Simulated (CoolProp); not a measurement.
Vapour-liquid equilibrium of R22 (1) + R142b (2) at 317.5 K; x and y are mole fractions of (1).

Values from CoolProp's multi-fluid Helmholtz-energy mixture model, Kamei 1995 and Lemmon 2006; pair parameters Bell 2016.

```
x      bubble pressure, mixture model (bar)  bubble pressure, Raoult's law (bar)  y, mixture model  y, Raoult's law
-----  ------------------------------------  -----------------------------------  ----------------  ---------------
0.05                                    [?]                                6.441             0.111            0.132
0.125                                 7.088                                7.277             0.250            0.293
0.2                                   7.807                                8.112             0.365            0.420
0.275                                 8.534                                8.948             0.463            0.523
0.35                                  9.277                                9.784             0.548            0.609
0.425                                 10.04                                10.62             0.624            0.681
0.5                                   10.84                                11.46             0.691            0.743
0.575                                 11.66                                12.29               [?]            0.797
0.65                                  12.52                                13.13             0.807            0.843
0.725                                 13.42                                13.96               [?]            0.884
0.8                                     [?]                                14.80             0.901            0.920
0.875                                 15.33                                15.63             0.942            0.953
0.95                                    [?]                                16.47             0.978            0.982
```

Problem. Fill in the missing entries.

Solution. 
- 0.05, bubble pressure, mixture model (bar): 6.368
- 0.575, y, mixture model: 0.752
- 0.725, y, mixture model: 0.856
- 0.8, bubble pressure, mixture model (bar): 14.36
- 0.95, bubble pressure, mixture model (bar): 16.34

The largest gap from Raoult's law is -5.5 % in bubble pressure, at x = 0.425. No azeotrope shows between x = 0.05 and 0.95.

The pair parameters rest on a limited set of measurements; away from them the model extrapolates.
